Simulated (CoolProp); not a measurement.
Properties of sulfur dioxide along the isobar 2.86 MPa.

Model: reference Helmholtz-energy equation of state, Gao 2016, in CoolProp.

```
T (K)   phase  density (kg/m³)  cv (kJ/(kg K))  Joule-Thomson coefficient (K/MPa)  isothermal compressibility (1/MPa)
-----  ------  ---------------  --------------  ---------------------------------  ----------------------------------
318.3  liquid             1314          0.8055                            -0.1446                            0.002079
337.1  liquid             1254          0.8038                           -0.05632                            0.002848
355.9  liquid             1187          0.8056                                ___                                 ___
393.5     gas            70.49          0.6676                                ___                              0.4626
412.3     gas            64.16          0.6424                              14.20                              0.4314
431       gas            59.36             ___                              12.51                              0.4126
449.8     gas            55.46             ___                              11.12                              0.3998
468.6     gas            52.20          0.6200                              9.965                              0.3906
487.4     gas            49.41          0.6207                              8.995                                 ___
506.2     gas            46.97          0.6233                              8.167                                 ___
525       gas            44.81          0.6270                              7.454                              0.3738
```

### Question
Fill in the missing entries.

### Answer

- 355.9, Joule-Thomson coefficient (K/MPa): 0.08477
- 355.9, isothermal compressibility (1/MPa): 0.004221
- 393.5, Joule-Thomson coefficient (K/MPa): 16.33
- 431, cv (kJ/(kg K)): 0.6288
- 449.8, cv (kJ/(kg K)): 0.6222
- 487.4, isothermal compressibility (1/MPa): 0.3836
- 506.2, isothermal compressibility (1/MPa): 0.3782
